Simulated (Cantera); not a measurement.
Charge: 1 mol ZrN, 0.025 mol H₂, at 2775 K and 143 Torr.

Method: chemical equilibrium by Gibbs-energy minimisation in Cantera with the NASA 1993 tables (ideal gas, pure condensed phases). Candidate condensed phases: Zr, ZrN; 11 gas species. ZrN: taken at fixed stoichiometry. Equilibrium is a limit: real reactors are often held back by kinetics, nucleation or transport.

Base state: H₂ 0.842, H 0.158, N₂ 0.000436, Zr 0.000227 (mole fractions); condensed: ZrN(s).

### Question
What changes in the equilibrium state with this change: temperature from 2775 K to 1473 K?

### Answer
```
species        before    after
-----------  --------  -------
H₂              0.842    1.000
H               0.158  2.90e-5
N₂           0.000436    <1e-9
Zr           0.000227    <1e-9
ZrN(s), mol     1.000     1.00
```

### Question
What changes in the equilibrium state with this change: pressure from 143 Torr to 0.128 Torr?

### Answer
```tsv
species	before	after
N₂	0.000436	0.488
H	0.158	0.257
Zr	0.000227	0.253
H₂	0.842	0.00200
N	1.39e-7	0.000156
ZrN(s), mol	1.000	0.813
Zr(l), mol	0	0.138
```
Mutual solubility and eutectic melting of coexisting phases are not modelled. Condensed phases not in the tables: N, O or C dissolved in the metal.

### Question
What changes in the equilibrium state with this change: pressure from 143 Torr to 1130 Torr?

### Answer
```tsv
species	before	after
H₂	0.842	0.941
H	0.158	0.0593
N₂	0.000436	5.53e-5
Zr	0.000227	2.87e-5
ZrN(s), mol	1.000	1.000
```
